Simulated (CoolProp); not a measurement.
Saturation properties of propyne.

Model: reference Helmholtz-energy equation of state, Polt 1992, in CoolProp. This equation is an older, rougher fit; its heat capacities, sound speeds and derivatives of the liquid may be far off and weren't checked against measurements.

```tsv
T (°C)	p (bar)	enthalpy of vaporisation (kJ/kg)	surface tension (mN/m)
30.65	(withheld)	457.9	10.7
40.05	8.812	443.6	9.44
49.35	11.17	(withheld)	(withheld)
58.65	(withheld)	409.2	7.12
67.95	17.30	(withheld)	6.01
77.25	21.18	364.4	4.93
86.55	(withheld)	336.7	3.88
95.85	30.86	304.5	2.89
105.15	36.79	(withheld)	(withheld)
```

Q: Fill in the missing entries.

A: 
- 30.65, p (bar): 6.836
- 49.35, enthalpy of vaporisation (kJ/kg): 427.5
- 49.35, surface tension (mN/m): 8.27
- 58.65, p (bar): 13.98
- 67.95, enthalpy of vaporisation (kJ/kg): 388.3
- 86.55, p (bar): 25.68
- 105.15, enthalpy of vaporisation (kJ/kg): 265.9
- 105.15, surface tension (mN/m): 1.95

Surface tension comes from a separate correlation (Mulero 2012).
